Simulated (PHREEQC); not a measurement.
## Nickel, zinc or cadmium bath (model solution)

Solution (85 °C): 0.23 mol Ni(NO3)2, 0.0013 mol Na2SO4 and 0.3 mol HCl per kg of water. Closed to the air; pH follows from the charge balance.

Computed with PHREEQC (ion-association model, wateq4f.dat).

This is a speciation only: nothing precipitates in the calculation.

Task: What pH does the model give?

Result: pH 0.67.

Task: In which forms is S present?

Result: HSO4- 88 %, NiSO4 7.8 %, SO4-2 4.0 % of the S.

Caution: at this ionic strength the ion-association model is outside its range; a Pitzer model would be the better tool where its parameters exist. At this temperature some constants are extrapolated from 25 °C, and those without enthalpy data are left unchanged.
